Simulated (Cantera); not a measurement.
An isothermal, constant-pressure homogeneous reactor starts with CO : O₂ : H₂O : N₂ = 0.023 : 0.033 : 0.045 : 1 (molar parts), at 1275 K and 0.133 bar.

Computed with Cantera and GRI-Mech 3.0 (53 species, 325 reactions).

Task: Predict: x(CO) at 6.00 s; x(O₂) at 6.00 s; x(H₂O) at 6.00 s; x(N₂O) at 6.00 s; x(NO) at 6.00 s; x(OH) at 6.00 s.

Result: 
| Property | Result |
|---|---|
| x(CO) at 6.00 s | 7.89e-8 (gas-phase equilibrium 3.81e-8) |
| x(O₂) at 6.00 s | 0.0197 (gas-phase equilibrium 0.0197) |
| x(H₂O) at 6.00 s | 0.0413 (gas-phase equilibrium 0.0413) |
| x(N₂O) at 6.00 s | 3.46e-8 (gas-phase equilibrium 2.95e-9) |
| x(NO) at 6.00 s | 1.55e-6 (gas-phase equilibrium 0.000111) |
| x(OH) at 6.00 s | 6.48e-6 (gas-phase equilibrium 4.61e-6) |
